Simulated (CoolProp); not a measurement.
The fluid at 248.58 K and 1.44 MPa is throttled through a valve to 0.0573 MPa with no heat exchange. The same conditions are run with several fluids, on thermodynamics alone (safety and materials aside).

Values from CoolProp's reference Helmholtz-energy equation of state of each fluid (nitrogen: Span 2000; carbon monoxide: Lemmon 2006; CF4 (R14): Platzer 1990; methane: Setzmann 1991; oxygen: Schmidt 1985). The equations of Platzer and Polt are older, rougher fits.

### Question
Rank nitrogen, carbon monoxide, CF4 (R14), methane, oxygen by temperature change (K), highest first.

### Answer
nitrogen (-4.3), carbon monoxide (-5.0), oxygen (-5.3), methane (-8.9), CF4 (R14) (-12.7)

```
fluid            final density (kg/m³)
---------------  ---------------------
nitrogen                         0.791
carbon monoxide                  0.793
CF4 (R14)                         2.58
methane                          0.462
oxygen                           0.907
```
